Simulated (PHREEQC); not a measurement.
0.016 g of hydrous ferric oxide (600 m²/g; 0.2 weak and 0.005 strong sites per Fe, Dzombak-Morel constants, diffuse double layer) in 1 kg of water with 0.3 mol/kgw of an inert sodium salt and 6.3e-06 mol Ag2SO4 and 5.5e-07 mol CuCl2, at 25 °C; the pH is set by adding NaOH or the inert anion's acid. O2 is buffered at 0.21 atm. CO2 from the air is kept out. Precipitation was switched off in this run.

The numbers come from PHREEQC with the ion-association model, wateq4f.dat.

Q: Predict S sorbed (%) at pH = 4.5, 5.5, 6, 6.5, 8.5.

A: 
| pH | S sorbed (%) |
|---|---|
| 4.5 | 15.5 |
| 5.5 | 5.1 |
| 6 | 1.9 |
| 6.5 | 0.5 |
| 8.5 | 0.0 |

The database's constant for dissolved Cu(OH)2 is higher than later reviews accept. The oxide is taken as insoluble; below pH 4 it would dissolve.
